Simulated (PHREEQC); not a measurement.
**Brine**

Solution (53 °C): 0.007 mol/kgw K2CO3, 0.021 mol/kgw KCl and 1.5 mol/kgw KBr. Closed to the air; pH follows from the charge balance.

Model: ion-association model, phreeqc.dat, run in PHREEQC.

No solid was allowed to form.

**Question.** What pH, density does the model give?

**Answer.** pH 10.11; density 1.104 g/cm³.

**Question.** In which forms is C present?

**Answer.** CO3-2 79 %, HCO3- 21 % of the C.

Ionic strength above about 0.7 mol/kgw puts this run outside the model's range. Constants without temperature data keep their 25 °C values here.
